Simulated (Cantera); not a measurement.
## Premixed flame

A freely propagating, adiabatic, planar premixed flame of CH4 : CO : O2 : N2 = 1 : 0.54 : 2.27 : 8.54 (molar parts), equivalence ratio 1.0, unburnt at 350 K and 10.0 bar; mixture-averaged transport, grid criteria slope 0.08 and curve 0.16, no radiation.

Computed with Cantera and GRI-Mech 3.0 (53 species, 325 reactions). Burning velocities carry a grid error of a few per cent, more on coarse grids.

```json
[
 {"z (mm)": "-0.249", "T (K)": "350", "u (m/s)": "0.218", "x CH4": "0.0809", "x CO": "0.0437", "x O2": "0.184", "x NO": "<1e-8", "x CH2CO": "<1e-8", "x C2H2": "<1e-8"},
 {"z (mm)": "-0.166", "T (K)": "353", "u (m/s)": "0.220", "x CH4": "0.0807", "x CO": "0.0437", "x O2": "0.183", "x NO": "<1e-8", "x CH2CO": "2.40e-8", "x C2H2": "4.02e-8"},
 {"z (mm)": "-0.124", "T (K)": "368", "u (m/s)": "0.229", "x CH4": "0.0798", "x CO": "0.0437", "x O2": "0.182", "x NO": "1.13e-8", "x CH2CO": "2.29e-7", "x C2H2": "2.94e-7"},
 {"z (mm)": "-0.0829", "T (K)": "475", "u (m/s)": "0.297", "x CH4": "0.0742", "x CO": "0.0440", "x O2": "0.175", "x NO": "1.58e-7", "x CH2CO": "3.90e-6", "x C2H2": "3.41e-6"},
 {"z (mm)": "-0.0414", "T (K)": "984", "u (m/s)": "0.620", "x CH4": "0.0488", "x CO": "0.0467", "x O2": "0.133", "x NO": "4.03e-6", "x CH2CO": "5.10e-5", "x C2H2": "3.04e-5"},
 {"z (mm)": "-0.0207", "T (K)": "1440", "u (m/s)": "0.908", "x CH4": "0.0250", "x CO": "0.0499", "x O2": "0.0903", "x NO": "1.24e-5", "x CH2CO": "0.000127", "x C2H2": "6.85e-5"},
 {"z (mm)": "0", "T (K)": "1880", "u (m/s)": "1.18", "x CH4": "0.00393", "x CO": "0.0483", "x O2": "0.0436", "x NO": "2.35e-5", "x CH2CO": "0.000103", "x C2H2": "0.000101"},
 {"z (mm)": "0.0207", "T (K)": "2068", "u (m/s)": "1.29", "x CH4": "7.87e-5", "x CO": "0.0337", "x O2": "0.0216", "x NO": "3.57e-5", "x CH2CO": "4.61e-6", "x C2H2": "5.22e-6"},
 {"z (mm)": "0.0414", "T (K)": "2148", "u (m/s)": "1.33", "x CH4": "1.03e-6", "x CO": "0.0240", "x O2": "0.0152", "x NO": "4.34e-5", "x CH2CO": "7.44e-8", "x C2H2": "6.33e-8"},
 {"z (mm)": "0.0829", "T (K)": "2225", "u (m/s)": "1.37", "x CH4": "<1e-8", "x CO": "0.0169", "x O2": "0.0106", "x NO": "5.29e-5", "x CH2CO": "<1e-8", "x C2H2": "<1e-8"},
 {"z (mm)": "0.166", "T (K)": "2281", "u (m/s)": "1.40", "x CH4": "<1e-8", "x CO": "0.0123", "x O2": "0.00753", "x NO": "6.52e-5", "x CH2CO": "<1e-8", "x C2H2": "<1e-8"},
 {"z (mm)": "0.332", "T (K)": "2314", "u (m/s)": "1.42", "x CH4": "<1e-8", "x CO": "0.00942", "x O2": "0.00566", "x NO": "8.20e-5", "x CH2CO": "<1e-8", "x C2H2": "<1e-8"},
 {"z (mm)": "0.663", "T (K)": "2327", "u (m/s)": "1.42", "x CH4": "<1e-8", "x CO": "0.00814", "x O2": "0.00486", "x NO": "0.000108", "x CH2CO": "<1e-8", "x C2H2": "<1e-8"}
]
```
x: mole fraction of selected species; z is measured from the peak of heat release.

```json
{
  "laminar_burning_velocity": "21.7 cm/s",
  "thermal_thickness": "0.0829 mm",
  "peak x(CH2CO)": "0.000154",
  "peak x(C2H2)": "0.000111",
  "grid_points": "141"
}
```
